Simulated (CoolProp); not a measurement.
Vapour-liquid equilibrium of R22 (1) + n-hexane (2) at 0.0192 MPa; x and y are mole fractions of (1).

Computed with CoolProp (multi-fluid Helmholtz-energy mixture model, Kamei 1995 and Thol 2019; pair parameters Bell 2016).

```tsv
x	bubble temperature (K)	y at the bubble point	dew temperature at overall composition x (K)	liquid density (mol/L)
0.05	247.4	0.936	295.9	8.337
0.125	226.7	0.987	294.0	8.918
0.2	218.2	0.994	292.0	9.411
0.275	213.5	0.997	289.9	9.900
0.35	210.7	0.998	287.6	10.41
0.425	208.9	0.998	285.0	10.95
0.5	207.7	0.998	282.2	11.52
0.575	206.8	0.999	279.0	12.15
0.65	206.1	0.999	275.3	12.84
0.725	205.4	0.999	270.8	13.60
0.8	204.7	0.999	265.2	14.44
0.875	203.9	0.999	257.4	15.39
0.95	202.9	1.000	243.8	16.47
```

No azeotrope shows between x = 0.05 and 0.95.

Pair parameters are fitted to limited data, so mixtures are less certain than the pure fluids. With so large a gap from Raoult's law the liquid may split in two, which this calculation doesn't test in full.
